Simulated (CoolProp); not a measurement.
The fluid at 293.15 K and 0.457 MPa (stagnation) flows isentropically through a choked orifice. The same conditions are run with several fluids, on thermodynamics alone (safety and materials aside).

Model: reference Helmholtz-energy equation of state of each fluid (carbonyl sulfide: Lemmon 2006; R13: Platzer 1990; R115: Lemmon 2016; ethane: Bücker 2006), in CoolProp. The equations of Platzer and Polt are older, rougher fits.

```
fluid             throat to inlet pressure ratio  mass flux (kg/(m² s))  throat temperature (K)
----------------  ------------------------------  ---------------------  ----------------------
carbonyl sulfide                           0.554                   1530                   258.5
R13                                        0.577                   1940                     [?]
R115                                         [?]                   2340                     [?]
ethane                                       [?]                    [?]                     [?]
```

Task: Fill in the missing entries.

Result: 
- R13, throat temperature (K): 272.2
- R115, throat to inlet pressure ratio: 0.598
- R115, throat temperature (K): 280.1
- ethane, throat to inlet pressure ratio: 0.565
- ethane, mass flux (kg/(m² s)): 1060
- ethane, throat temperature (K): 265.9
